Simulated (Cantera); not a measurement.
A diamond (100) surface in a fixed gas of H2 with x(CH4) = 0.026, x(CH3) = 0.0013, at 1175 K, 150 Torr; coverages are run to steady state.

Model: the Harris–Goodwin 1993 mechanism for the reconstructed diamond (100) surface, integrated in Cantera.

θ: site fractions in the mechanism's names (c6HH fully hydrogenated, c6H* and c6*H radical sites, c6** diradical, c6HM methylated).

```json
[
 {"x(H)": "0.0001", "growth (µm/h)": "[?]", "θ c6HH": "0.535", "θ c6H*": "0.0231", "θ c6*H": "0.310", "θ c6**": "0.00262", "θ c6HM": "0.0724"},
 {"x(H)": "0.00024", "growth (µm/h)": "[?]", "θ c6HH": "0.459", "θ c6H*": "0.0266", "θ c6*H": "0.358", "θ c6**": "0.00597", "θ c6HM": "0.0853"},
 {"x(H)": "0.00059", "growth (µm/h)": "[?]", "θ c6HH": "0.421", "θ c6H*": "0.0287", "θ c6*H": "0.386", "θ c6**": "0.0111", "θ c6HM": "0.0891"},
 {"x(H)": "0.0014", "growth (µm/h)": "[?]", "θ c6HH": "0.412", "θ c6H*": "0.0303", "θ c6*H": "0.407", "θ c6**": "0.0165", "θ c6HM": "0.0793"},
 {"x(H)": "0.0035", "growth (µm/h)": "[?]", "θ c6HH": "0.421", "θ c6H*": "0.0322", "θ c6*H": "0.432", "θ c6**": "0.0213", "θ c6HM": "0.0561"},
 {"x(H)": "0.0084", "growth (µm/h)": "[?]", "θ c6HH": "0.434", "θ c6H*": "0.0341", "θ c6*H": "0.453", "θ c6**": "0.0245", "θ c6HM": "0.0324"},
 {"x(H)": "0.02", "growth (µm/h)": "234", "θ c6HH": "0.444", "θ c6H*": "0.0356", "θ c6*H": "0.467", "θ c6**": "0.0264", "θ c6HM": "0.0162"},
 {"x(H)": "0.049", "growth (µm/h)": "254", "θ c6HH": "0.449", "θ c6H*": "0.0374", "θ c6*H": "0.474", "θ c6**": "0.0276", "θ c6HM": "0.00719"},
 {"x(H)": "0.12", "growth (µm/h)": "267", "θ c6HH": "0.452", "θ c6H*": "0.0407", "θ c6*H": "0.474", "θ c6**": "0.0288", "θ c6HM": "0.00309"}
]
```

Question: Fill in the missing entries.

Answer: 
- 0.0001, growth (µm/h): 6.30
- 0.00024, growth (µm/h): 17.2
- 0.00059, growth (µm/h): 41.9
- 0.0014, growth (µm/h): 84.6
- 0.0035, growth (µm/h): 145
- 0.0084, growth (µm/h): 198
